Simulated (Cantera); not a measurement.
What does this Cantera script print?

```python
import numpy as np
import cantera as ct

gas = ct.Solution("gri30.yaml")
gas.TPX = 1748, 210000, {'CH4': 1, 'CO2': 0.97}
reactor = ct.IdealGasConstPressureReactor(gas, energy="off", clone=False)
net = ct.ReactorNet([reactor])
net.rtol, net.atol = 1e-08, 1e-18
show = ['CH4', 'CO2', 'CH2', 'HCO', 'C2H2']
times = np.geomspace(3e-06, 10, 13)

steps = ct.SolutionArray(gas, extra=["t"])
rows = []
print(f"{'t/s':>10s}{'T/K':>9s}{'P/Pa':>11s}" + "".join(f"{s:>11s}" for s in show))
for t in times:
    while net.time < t:
        t_next = net.step()
        steps.append(gas.state, t=t_next)
    rows.append([np.interp(t, steps.t, y) for y in (steps.T, steps.P, *steps(*show).X.T)])
    print(f"{t:10.3e}{rows[-1][0]:9.1f}{rows[-1][1]:11.4g}" + "".join(f"{x:11.3e}" for x in rows[-1][2:]))
rate = np.gradient(steps.T, steps.t)
print("integrator steps:", len(steps.t))
if steps.T.max() > steps.T[0] + 200:
    print(f"time of steepest temperature rise: {steps.t[rate.argmax()]:.4e} s")
gas.TPX = 1748, 210000, {'CH4': 1, 'CO2': 0.97}
gas.equilibrate("TP")
print(f"equilibrium (TP): T = {gas.T:.1f} K  " + "  ".join(f"{s} {gas[s].X[0]:.3e}" for s in show))
```

Result:

```
       t/s      T/K       P/Pa        CH4        CO2        CH2        HCO       C2H2
 3.000e-06   1748.0    2.1e+05  5.073e-01  4.923e-01  4.886e-09  2.712e-12  2.473e-10
 1.049e-05   1748.0    2.1e+05  5.066e-01  4.922e-01  4.633e-08  1.976e-10  5.366e-08
 3.667e-05   1748.0    2.1e+05  5.035e-01  4.918e-01  1.731e-07  5.805e-09  6.537e-06
 1.282e-04   1748.0    2.1e+05  4.879e-01  4.890e-01  4.085e-07  4.437e-08  3.867e-04
 4.481e-04   1748.0    2.1e+05  4.188e-01  4.672e-01  4.618e-07  6.486e-08  1.161e-02
 1.567e-03   1748.0    2.1e+05  2.867e-01  3.974e-01  2.786e-07  3.576e-08  6.208e-02
 5.477e-03   1748.0    2.1e+05  1.407e-01  2.604e-01  2.280e-07  2.555e-08  1.143e-01
 1.915e-02   1748.0    2.1e+05  4.478e-02  9.863e-02  2.402e-07  3.444e-08  1.361e-01
 6.694e-02   1748.0    2.1e+05  2.490e-02  5.583e-02  1.379e-07  4.544e-08  1.068e-01
 2.340e-01   1748.0    2.1e+05  1.825e-02  3.156e-02  5.498e-08  5.790e-08  6.255e-02
 8.182e-01   1748.0    2.1e+05  1.161e-02  1.383e-02  1.999e-08  6.939e-08  2.859e-02
 2.860e+00   1748.0    2.1e+05  6.873e-03  4.730e-03  8.606e-09  7.615e-08  1.097e-02
 1.000e+01   1748.0    2.1e+05  4.206e-03  1.162e-03  4.735e-09  7.900e-08  4.277e-03
integrator steps: 2010
equilibrium (TP): T = 1748.0 K  CH4 3.024e-03  CO2 8.282e-06  CH2 3.318e-09  HCO 7.995e-08  C2H2 2.240e-03
```

Cantera simulation using GRI-Mech 3.0 (53 species, 325 reactions); the numbers are that mechanism's predictions, not measurements.
